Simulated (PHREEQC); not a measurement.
0.97 g of hydrous ferric oxide (600 m²/g; 0.2 weak and 0.005 strong sites per Fe, Dzombak-Morel constants, diffuse double layer) in 1 kg of water with 0.3 mol/kgw of an inert sodium salt and 0.47 mmol/kgw ZnSO4, 0.0057 mmol/kgw CaCl2 and 0.0032 mmol/kgw ZnCl2, at 25 °C; the pH is set by adding NaOH or the inert anion's acid. Oxygen is held at 0.21 atm. The system is closed to CO2. Nothing may precipitate in this run.

Base run: PHREEQC, ion-association model, wateq4f.dat. Each further column changes one thing. The table gives Zn sorbed (%).

| pH | base | no electrostatic term (-no_edl) | background salt from 0.3 to 0.03 mol/kgw | oxide from 0.97 to 4.8 g/kgw | 0.00032 mol/kgw SrCl2 added |
|---|---|---|---|---|---|
| 4 | 0.1 | 0.1 | 0.1 | 0.4 | 0.1 |
| 4.5 | 0.7 | 0.8 | 1.1 | 3.3 | 0.7 |
| 5 | 4.3 | 4.8 | 5.6 | 18.0 | 4.3 |
| 6 | 22.7 | 31.7 | 27.0 | 71.7 | 22.7 |
| 6.5 | 53.8 | (withheld) | 61.1 | 92.5 | 53.8 |
| 7 | 84.6 | 95.3 | 87.9 | 98.7 | 84.6 |
| 7.5 | 96.6 | 99.1 | 97.3 | 99.8 | 96.6 |
| 8.5 | 99.9 | 99.9 | 99.9 | 100.0 | 99.9 |
| 9 | 99.9 | 99.8 | 99.9 | 100.0 | 99.9 |
| 9.5 | 99.9 | 99.1 | 99.9 | 100.0 | 99.9 |
| 10 | 99.8 | 93.1 | 99.9 | 100.0 | 99.6 |
| 11 | 98.3 | 19.7 | 99.7 | 100.0 | (withheld) |
| 11.5 | 89.4 | 6.9 | 98.9 | 99.7 | 70.8 |
| 12 | 52.8 | (withheld) | 90.5 | 95.1 | 32.3 |

Question: What belongs in the gaps?

Answer: 
- 6.5, no electrostatic term (-no_edl): 74.3
- 11, 0.00032 mol/kgw SrCl2 added: 92.3
- 12, no electrostatic term (-no_edl): 0.5

In at least one series the solution becomes supersaturated in solids that the run did not let form, among them Zn(OH)2-e.
